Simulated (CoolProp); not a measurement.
The fluid at 362.83 K and 0.29 MPa expands adiabatically to 0.0236 MPa with isentropic efficiency 0.9. The same conditions are run with several fluids, on thermodynamics alone (safety and materials aside).

Computed with CoolProp (reference Helmholtz-energy equation of state of each fluid (oxygen: Schmidt 1985; R143a: Lemmon and Jacobsen 2000; n-perfluorobutane: Gao 2022; R13: Platzer 1990; R1233zd(E): Akasaka 2022)). The equations of Platzer and Polt are older, rougher fits.

```csv
fluid,work (kJ/kg),final temperature (K),final density (kg/m³)
oxygen,152,196.4,0.463
R143a,(withheld),(withheld),(withheld)
n-perfluorobutane,26.6,331.4,2.05
R13,55.9,276.8,(withheld)
R1233zd(E),(withheld),303.0,1.23
```

Some entries are withheld; supply them.


- R143a, work (kJ/kg): 70.7
- R143a, final temperature (K): 288.3
- R143a, final density (kg/m³): 0.831
- R13, final density (kg/m³): 1.07
- R1233zd(E), work (kJ/kg): 46.0

Above 300 K oxygen's equation is extrapolated.
